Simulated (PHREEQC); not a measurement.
Solution (90 °C): 2.2 mmol/kgw MnSO4 and 0.051 mmol/kgw H3AsO4. Closed to the air; pH follows from the charge balance.

All values are PHREEQC results (ion-association model, wateq4f.dat), not measurements.

Precipitation was switched off in this run.

Task: Order these S species by the share of S that they hold, largest first: HSO4-, SO4-2, MnSO4.

Result: SO4-2 (72 %), MnSO4 (27 %), HSO4- (0.85 %)

The pH is 4.53 and the ionic strength 0.00645 mol/kgw. At this temperature some constants are extrapolated from 25 °C, and those without enthalpy data are left unchanged. The database has no arsenate complexes of Mn.
